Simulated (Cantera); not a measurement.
# Diamond growth

A diamond (100) surface in a fixed gas of H2 with x(CH4) = 0.011, x(H) = 0.0074, at 1000 K, 0.0444 atm; coverages are run to steady state.

Cantera simulation using the Harris–Goodwin 1993 mechanism for the reconstructed diamond (100) surface; the numbers are that mechanism's predictions, not measurements.

```tsv
x(CH3)	growth (µm/h)	θ c6HH	θ c6H*	θ c6*H	θ c6**	θ c6HM
1e-06	0.0232	0.597	0.0184	0.375	0.00974	7.17e-5
2.6e-06	0.0604	0.597	0.0184	0.375	0.00974	0.000186
6.9e-06	0.160	0.597	0.0184	0.375	0.00974	0.000495
1.8e-05	0.417	0.596	0.0183	0.374	0.00972	0.00129
4.7e-05	1.09	0.594	0.0183	0.373	0.00968	0.00335
0.00012	2.75	0.590	0.0182	0.370	0.00959	0.00849
0.00032	7.18	0.579	0.0178	0.363	0.00934	0.0222
0.00084	17.8	0.553	0.0170	0.346	0.00875	0.0551
0.0022	41.0	0.495	0.0151	0.308	0.00747	0.127
```
θ: site fractions in the mechanism's names (c6HH fully hydrogenated, c6H* and c6*H radical sites, c6** diradical, c6HM methylated).
